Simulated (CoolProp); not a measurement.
A simple Rankine cycle with hexamethyldisiloxane (MM): condensing at 308.15 K, boiler at 0.932 MPa, turbine inlet 513.9 K, turbine efficiency 0.7, pump efficiency 0.6, no recuperator. Each further row changes one setting.

The numbers come from the reference Helmholtz-energy equation of state, Thol 2016 in CoolProp.

```
case                             thermal efficiency (%)  net work (kJ/kg)  heat in (kJ/kg)  turbine exit temperature (K)  volume ratio over the turbine
-------------------------------  ----------------------  ----------------  ---------------  ----------------------------  -----------------------------
as stated                                          12.9              73.7              570                         465.9                            117
turbine inlet 533.9 K                              12.6              77.5              614                         486.3                            113
condensing temperature 300.15 K                    13.6              79.9              586                         462.7                            171
boiler pressure 0.652 MPa                          12.1              70.1              578                         471.7                           76.3
turbine efficiency 0.6                             11.0              62.9              570                         471.5                            119
```
